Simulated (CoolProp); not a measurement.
A Linde-Hampson liquefier for ethane: isothermal reversible compression at 320 K from 1 atm to 20 MPa, throttling to 1 atm, return gas leaving the recuperator 10 K below the feed. Each further row changes one setting.

The numbers come from the reference Helmholtz-energy equation of state, Bücker 2006 in CoolProp.

| case | liquid yield per pass | compression work (kJ/kg of gas) |
|---|---|---|
| as stated | 0.451 | 366 |
| high pressure 40 MPa | 0.446 | 414 |
| warm-end temperature 350 K | 0.364 | 429 |
| warm-end gap 15 K | 0.444 | 366 |
